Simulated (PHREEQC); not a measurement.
Solution (25 °C): 6.5 mmol/kgw HF, 6.9 mmol/kgw NH4HF2, 0.34 mmol/kgw H2SiF6 and 0.59 mmol/kgw FeCl3. Closed to the air; pH follows from the charge balance.

All values are PHREEQC results (ion-association model, wateq4f.dat), not measurements.

Precipitation was switched off in this run.

Q: What pH does the model give?

A: pH 2.84.

Q: In which forms is Fe present?

A: FeF3 88 %, FeF2+ 12 % of the Fe.

The solution is supersaturated, for example in Hematite (slow to form), so a real one may precipitate; this is no full list. Species that the database lacks are ignored. SiF6-2 is the database's only silicon fluoride. Fluoro complexes past AlF4- and FeF3 are missing from the database.
